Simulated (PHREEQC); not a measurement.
# Acid rinse or clean (model solution)

Make-up at 56 °C: 11 mmol/kgw HBr, 140 mmol/kgw NaCl and 99 mmol/kgw Ba(NO3)2. Closed to the air; pH follows from the charge balance.

All values are PHREEQC results (ion-association model, wateq4f.dat), not measurements.

```json
{
  "pH": "2.08",
  "ionic_strength": "0.448 mol/kgw",
  "activity_of_water": "0.990",
  "total_alkalinity": "-11.0 meq/kg"
}
```

```csv
species,molality,activity,log γ
NO3-,0.198,0.120,-0.217
Cl-,0.140,0.0890,-0.197
Na+,0.140,0.0974,-0.158
Ba+2,0.0990,0.0205,-0.685
H+,0.0110,0.00834,-0.120
Br-,0.0110,0.00789,-0.144
```

No solid was allowed to form. Constants without temperature data keep their 25 °C values here.
